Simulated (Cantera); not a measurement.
A freely propagating, adiabatic, planar premixed flame of H₂ : O₂ : N₂ = 1 : 0.417 : 1.57 (molar parts), unburnt at 398 K and 44000 Pa; unity-Lewis-number transport, grid criteria slope 0.08 and curve 0.16, no radiation.

Computed with Cantera and the H2/O2 subset of GRI-Mech 3.0, which has no nitrogen chemistry. Unity Lewis numbers drop preferential diffusion, which matters most where H2 and H carry the flame. Burning velocities carry a grid error of a few per cent, more on coarse grids.

Predict: laminar burning velocity; thermal thickness; peak x(H); peak x(HO₂); peak x(H₂O₂).


| Property | Result |
|---|---|
| laminar burning velocity | 249 cm/s |
| thermal thickness | 0.924 mm |
| peak x(H) | 0.0831 |
| peak x(HO₂) | 0.000191 |
| peak x(H₂O₂) | 1.31e-5 |
